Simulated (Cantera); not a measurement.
Feed: 1 mol acetone, 0.47 mol NH3, 0.064 mol O2, held at 675 K and 36800 Torr.

Method: chemical equilibrium by Gibbs-energy minimisation in Cantera with the NASA 1993 tables (ideal gas, pure condensed phases). Candidate condensed phases: C, C6H6, C7H8, C8H18, H2O; 136 gas species. The feed counts by its element totals alone. The ideal-gas law is rough above about 30 bar. The numbers say what is thermodynamically allowed, not how fast it happens.

Task: What is the equilibrium state?

Result: 
```json
{
 "x(CH4)": "0.505",
 "x(H2O)": "0.340",
 "x(N2)": "0.0870",
 "x(CO2)": "0.0396",
 "x(H2)": "0.0266",
 "x(NH3)": "0.000820",
 "x(CO)": "0.000258",
 "x(C2H6)": "2.67e-5",
 "n(C(graphite))": "1.53 mol",
 "gas_amount": "2.687 mol"
}
```
